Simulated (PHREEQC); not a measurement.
Synthetic water in mmol/kgw, 85 °C, pH 6.66, pe 12.1:

```
constituent                mmol/kgw
-------------------------  --------
Na                           0.0354
K                           0.00575
Ca                           0.0903
Mg                           0.0102
Cl                           0.0215
S(6)                         0.0106
Alkalinity (meq/kgw)          0.193
Ni                         4.81e-05
O(0) (counted as O atoms)   0.00238
```

Valence states are taken as typed.

Model: ion-association model, wateq4f.dat, run in PHREEQC.

This is a speciation only: nothing precipitates in the calculation.

Q: Predict the charge-balance error.

A: charge-balance error 1.4 %.

Q: In which forms is Ni present?

A: Ni+2 68 %, NiCO3 29 %, NiHCO3+ 1.6 %, NiOH+ 1.3 % of the Ni.

Away from 25 °C the constants follow the database's enthalpies or fits; those with neither stay at their 25 °C values. The database's nickel carbonate constants are estimates that later reviews lower a good deal.
